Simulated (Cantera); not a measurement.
Mixture: CH4 : O2 : N2 : H2O = 1 : 4.26 : 24.3 : 0.73 (molar parts), equivalence ratio 0.47, at 10.0 bar, adiabatic and at constant volume. Ignition delay is the time to a rise of 400 K.

Detailed kinetics in Cantera: GRI-Mech 3.0 (53 species, 325 reactions).

Task: Predict: delay at 1100 K; delay at 1200 K; delay at 1300 K; delay at 1400 K; delay at 1500 K; delay at 1600 K; delay at 1700 K; apparent activation energy between 1500 and 1700 K.

Result: 
- delay at 1100 K = 18.8 ms
- delay at 1200 K = 4.90 ms
- delay at 1300 K = 1.53 ms
- delay at 1400 K = 0.533 ms
- delay at 1500 K = 0.203 ms
- delay at 1600 K = 83.5 µs
- delay at 1700 K = 37.5 µs
- apparent activation energy between 1500 and 1700 K = 180 kJ/mol
